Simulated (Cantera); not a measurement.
A closed system holds: 1 mol B₂O₃, 19 mol NH₃, 5.5 mol H₂, held at 1900 °C and 97.5 Torr.

These are equilibrium values from Cantera (NASA tables, ideal gas, pure condensed phases), not measurements of a reactor. Rates play no part.

```json
[
 {"species": "H₂", "before": "0.732", "after": "0.780"},
 {"species": "N₂", "before": "0.212", "after": "0.218"},
 {"species": "H₂O", "before": "0.00510", "after": "0.00198"},
 {"species": "HBO", "before": "0.0178", "after": "5.17e-5"},
 {"species": "HBO₂", "before": "0.0128", "after": "0.000676"},
 {"species": "H", "before": "0.0115", "after": "5.84e-6"},
 {"species": "BO", "before": "0.00346", "after": "1.28e-8"},
 {"species": "BO₂", "before": "3.24e-5", "after": "<1e-9"},
 {"species": "B₂O₂", "before": "0.000926", "after": "4.01e-8"},
 {"species": "OH", "before": "1.07e-5", "after": "<1e-9"},
 {"species": "B₂O₃", "before": "0.00434", "after": "5.41e-6"},
 {"species": "BN(s), mol", "before": "0", "after": "0.0664"},
 {"species": "B₂O₃(l), mol", "before": "0", "after": "0.951"}
]
```
Gas species are given as mole fractions.

Question: What was changed between the two runs?
A. pressure from 97.5 Torr to 1.35 Torr
B. temperature from 1900 °C to 1077 °C
C. temperature from 1900 °C to 2127 °C
D. temperature from 1900 °C to 1802 °C

Answer: B, temperature from 1900 °C to 1077 °C. Mutual solubility and eutectic melting of coexisting phases are not modelled. Gases not in the tables: H₃BO₃
